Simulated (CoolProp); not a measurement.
Properties of C3F8 (R218) along the isotherm -52.75 °C.

The numbers come from the reference Helmholtz-energy equation of state, Lemmon 2006 in CoolProp. It is a short technical equation, of lower accuracy than the large ones.

| p (MPa) | phase | density (kg/m³) | cp (kJ/(kg K)) | speed of sound (m/s) | Joule-Thomson coefficient (K/MPa) | Prandtl number | fugacity coefficient |
|---|---|---|---|---|---|---|---|
| 0.36 | liquid | 1674 | 0.9402 | 609.9 | -0.3248 | 8.18 | 0.1270 |
| 0.72 | liquid | 1675 | 0.9394 | 612.5 | -0.3266 | 8.21 | 0.06492 |
| 1.08 | liquid | 1676 | 0.9387 | 615.0 | -0.3284 | 8.24 | 0.04425 |
| 1.44 | liquid | 1678 | 0.9380 | 617.5 | -0.3301 | 8.27 | 0.03392 |
| 1.8 | liquid | 1679 | 0.9373 | 619.9 | -0.3318 | 8.30 | 0.02774 |
| 2.16 | liquid | 1680 | 0.9366 | 622.4 | -0.3335 | 8.33 | 0.02363 |
| 2.52 | liquid | 1682 | 0.9359 | 624.8 | -0.3351 | 8.36 | 0.02071 |
| 2.88 | liquid | 1683 | 0.9353 | 627.2 | -0.3367 | 8.39 | 0.01852 |
| 3.24 | liquid | 1684 | 0.9346 | 629.6 | -0.3383 | 8.42 | 0.01683 |
| 3.6 | liquid | 1686 | 0.9340 | 631.9 | -0.3398 | 8.45 | 0.01548 |
| 3.96 | liquid | 1687 | 0.9334 | 634.2 | -0.3413 | 8.48 | 0.01439 |

Viscosity comes from a separate model (Huber 2003), an estimate that may be off by 10 % or more. Thermal conductivity comes from a separate model (Huber 2003), an estimate that may be off by 10 % or more.
